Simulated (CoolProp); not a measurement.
Vapour-liquid equilibrium of n-butane (1) + benzene (2) at 357 kPa; x and y are mole fractions of (1).

Computed with CoolProp (multi-fluid Helmholtz-energy mixture model, Bücker 2006 and Thol 2012; pair parameters Bell 2016).

```csv
x,bubble temperature (K),y at the bubble point,dew temperature at overall composition x (K),liquid density (mol/L)
0.05,387.9,0.278,398.5,9.829
0.2,358.7,0.709,391.8,10.07
0.35,341.0,0.857,384.2,10.13
0.5,330.3,0.918,375.2,10.07
0.65,323.2,0.951,364.0,9.955
0.8,317.7,0.973,348.9,9.805
0.95,312.8,0.993,323.3,9.643
```

No azeotrope shows between x = 0.05 and 0.95.

The pair parameters rest on a limited set of measurements; away from them the model extrapolates.
